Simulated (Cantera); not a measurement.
A perfectly stirred reactor is fed with CO : H₂ : O₂ : N₂ = 1 : 0.7 : 2.02 : 7.61 (molar parts), equivalence ratio 0.42, at 0.217 atm; it is adiabatic with a 475 K inlet, and is followed from long to short residence time, starting on the burning branch (τ in s: 0.022, 0.0099, 0.0046, 0.0021, 0.00096, 0.00044, 0.0002, 9.4e-05, 4.3e-05, 2e-05, 9.1e-06, 4.2e-06).

Cantera simulation using GRI-Mech 3.0 (53 species, 325 reactions); the numbers are that mechanism's predictions, not measurements.

Question: What does this change do: pressure from 0.217 atm to 9.87 atm?

Answer: 
```json
[
 {"quantity": "blow-out, bracketed by the residence times tried", "before": "burning at 0.960 ms, out at 0.440 ms", "after": "burning at 0.200 ms, out at 94.0 µs"},
 {"quantity": "x(CO) at τ = 22.0 ms", "before": "0.00633", "after": "0.000488"},
 {"quantity": "x(H₂) at τ = 22.0 ms", "before": "0.00118", "after": "3.41e-5"},
 {"quantity": "x(O₂) at τ = 22.0 ms", "before": "0.112", "after": "0.112"},
 {"quantity": "x(O) at τ = 22.0 ms", "before": "0.00427", "after": "2.99e-5"},
 {"quantity": "x(H₂O) at τ = 22.0 ms", "before": "0.0626", "after": "0.0666"},
 {"quantity": "x(CO) at τ = 0.200 ms", "before": "0.0883", "after": "0.0185"},
 {"quantity": "x(H₂) at τ = 0.200 ms", "before": "0.0618", "after": "0.00130"},
 {"quantity": "x(O₂) at τ = 0.200 ms", "before": "0.178", "after": "0.120"},
 {"quantity": "x(O) at τ = 0.200 ms", "before": "<1e-12", "after": "0.000439"},
 {"quantity": "x(H₂O) at τ = 0.200 ms", "before": "<1e-12", "after": "0.0644"}
]
```
The hydrogen kinetics of GRI-Mech 3.0 are dated; newer H2 mechanisms differ, most at raised pressure.

Question: What does this change do: pressure from 0.217 atm to 7.11 atm?

Answer: 
```json
[
 {"quantity": "blow-out, bracketed by the residence times tried", "before": "burning at 0.960 ms, out at 0.440 ms", "after": "burning at 0.200 ms, out at 94.0 µs"},
 {"quantity": "x(CO) at τ = 22.0 ms", "before": "0.00633", "after": "0.000554"},
 {"quantity": "x(H₂) at τ = 22.0 ms", "before": "0.00118", "after": "4.11e-5"},
 {"quantity": "x(O₂) at τ = 22.0 ms", "before": "0.112", "after": "0.112"},
 {"quantity": "x(O) at τ = 22.0 ms", "before": "0.00427", "after": "4.75e-5"},
 {"quantity": "x(H₂O) at τ = 22.0 ms", "before": "0.0626", "after": "0.0665"},
 {"quantity": "x(CO) at τ = 0.200 ms", "before": "0.0883", "after": "0.0179"},
 {"quantity": "x(H₂) at τ = 0.200 ms", "before": "0.0618", "after": "0.00128"},
 {"quantity": "x(O₂) at τ = 0.200 ms", "before": "0.178", "after": "0.119"},
 {"quantity": "x(O) at τ = 0.200 ms", "before": "<1e-12", "after": "0.000737"},
 {"quantity": "x(H₂O) at τ = 0.200 ms", "before": "<1e-12", "after": "0.0642"}
]
```
The hydrogen kinetics of GRI-Mech 3.0 are dated; newer H2 mechanisms differ, most at raised pressure.
